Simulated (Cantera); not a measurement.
Feed: 1 mol PbO, 7 mol CO, 0.6 mol H₂, at 975 K and 0.133 bar.

Method: chemical equilibrium by Gibbs-energy minimisation in Cantera with the NASA 1993 tables (ideal gas, pure condensed phases). Candidate condensed phases: C, C₆H₆, C₇H₈, C₈H₁₈, H₂O, Pb, PbO, PbO₂, Pb₃O₄; 113 gas species. Kinetics and transport are ignored.

Base state: CO 0.796, CO₂ 0.125, H₂ 0.0718, H₂O 0.00703, Pb 6.88e-5, CH₄ 5.63e-5 (mole fractions); condensed: Pb(l).

Task: What changes in the equilibrium state with this change: H₂ from 0.6 to 5.4 mol?

Result: 
```
species      before    after
----------  -------  -------
CO            0.796    0.510
H₂           0.0718    0.406
CO₂           0.125   0.0551
H₂O         0.00703   0.0275
Pb          6.88e-5  6.88e-5
CH₄         5.63e-5  0.00167
Pb(l), mol    0.999    0.999
```
